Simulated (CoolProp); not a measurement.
The fluid at 615 K and 0.144 MPa is throttled through a valve to 0.0728 MPa with no heat exchange. The same conditions are run with several fluids, on thermodynamics alone (safety and materials aside).

The numbers come from the reference Helmholtz-energy equation of state of each fluid (dodecamethylcyclohexasiloxane (D6): Colonna 2008; n-octane: Beckmüller 2019; octamethylcyclotetrasiloxane (D4): Thol 2015; nitrogen: Span 2000; hexamethyldisiloxane (MM): Thol 2016) in CoolProp.

| fluid | temperature change (K) | final density (kg/m³) |
|---|---|---|
| dodecamethylcyclohexasiloxane (D6) | -0.8 | 6.59 |
| n-octane | -0.4 | 1.64 |
| octamethylcyclotetrasiloxane (D4) | -0.5 | 4.30 |
| nitrogen | +0.0 | 0.399 |
| hexamethyldisiloxane (MM) | -0.4 | 2.33 |
